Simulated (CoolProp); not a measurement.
A single-stage vapour-compression cycle with the fluid: evaporating at 259.15 K (dew point), condensing at 312.15 K (bubble point), superheat 10 K, subcooling 8 K, compressor efficiency 0.85, no pressure losses. The same conditions are run with several fluids, on thermodynamics alone (safety and materials aside).

The numbers come from the reference Helmholtz-energy equation of state of each fluid (propane: Lemmon 2009; R245fa: Akasaka 2015; R507A: Lemmon 2003; sulfur dioxide: Gao 2016; R21: Platzer 1990; vinyl chloride: Thol 2022) in CoolProp. The equations of Platzer and Polt are older, rougher fits. Blends and air are pseudo-pure fits.

### Question
Rank propane, R245fa, R507A, sulfur dioxide, R21, vinyl chloride by cooling COP, highest first.

### Answer
R21 (3.63), vinyl chloride (3.59), R245fa (3.57), sulfur dioxide (3.45), propane (3.39), R507A (3.16)

```json
[
 {"fluid": "propane", "pressure ratio": "4.43", "discharge temperature (K)": "334.6", "refrigerating effect (kJ/kg)": "294", "volumetric capacity (kJ/m³)": "1880"},
 {"fluid": "R245fa", "pressure ratio": "8.98", "discharge temperature (K)": "326.6", "refrigerating effect (kJ/kg)": "162", "volumetric capacity (kJ/m³)": "266"},
 {"fluid": "R507A", "pressure ratio": "4.67", "discharge temperature (K)": "331.6", "refrigerating effect (kJ/kg)": "119", "volumetric capacity (kJ/m³)": "2280"},
 {"fluid": "sulfur dioxide", "pressure ratio": "7.24", "discharge temperature (K)": "424.1", "refrigerating effect (kJ/kg)": "337", "volumetric capacity (kJ/m³)": "834"},
 {"fluid": "R21", "pressure ratio": "7.53", "discharge temperature (K)": "368.5", "refrigerating effect (kJ/kg)": "211", "volumetric capacity (kJ/m³)": "375"},
 {"fluid": "vinyl chloride", "pressure ratio": "5.83", "discharge temperature (K)": "367.5", "refrigerating effect (kJ/kg)": "296", "volumetric capacity (kJ/m³)": "855"}
]
```
